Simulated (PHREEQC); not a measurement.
Dissolve 0.0011 mol ZnCl2, 5.4e-05 mol Cd(NO3)2 and 0.00041 mol Li2CO3 per kg of water at 25 °C. Closed to the air; pH follows from the charge balance.

All values are PHREEQC results (ion-association model, wateq4f.dat), not measurements.

No solid was allowed to form.

Predict the pH, ionic strength.

pH 8.04; ionic strength 0.00336 mol/kgw.

In which forms is Cd present?

Cd+2 84 %, CdCl+ 14 %, CdOH+ 0.6 %, CdOHCl 0.6 % of the Cd.

Examples of supersaturated solids here: Otavite, Zn(OH)2-e. Others may be too. Complexes and solids missing from the database can't appear. The database's zinc carbonate complexes are estimates, stronger than later reviews accept.
